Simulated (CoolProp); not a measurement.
A single-stage vapour-compression cycle with the fluid: evaporating at 257.15 K (dew point), condensing at 292.15 K (bubble point), superheat 2 K, subcooling 0 K, compressor efficiency 0.8, no pressure losses. The same conditions are run with several fluids, on thermodynamics alone (safety and materials aside).

Values from CoolProp's reference Helmholtz-energy equation of state of each fluid (R13: Platzer 1990; propane: Lemmon 2009; vinyl chloride: Thol 2022; R507A: Lemmon 2003; R1132(E): Akasaka 2024; R125: Lemmon 2005). The equations of Platzer and Polt are older, rougher fits. Blends and air are pseudo-pure fits.

### Question
Rank R13, propane, vinyl chloride, R507A, R1132(E), R125 by cooling COP, highest first.

### Answer
vinyl chloride (5.24), propane (4.98), R1132(E) (4.86), R507A (4.72), R125 (4.60), R13 (3.56)

| fluid | pressure ratio | discharge temperature (K) | refrigerating effect (kJ/kg) | volumetric capacity (kJ/m³) |
|---|---|---|---|---|
| R13 | 2.43 | 308.0 | 62.8 | 5060 |
| propane | 2.89 | 306.4 | 311 | 1940 |
| vinyl chloride | 3.54 | 331.3 | 306 | 847 |
| R507A | 3.00 | 303.1 | 128 | 2400 |
| R1132(E) | 2.95 | 316.9 | 211 | 3330 |
| R125 | 3.00 | 299.9 | 102 | 2480 |
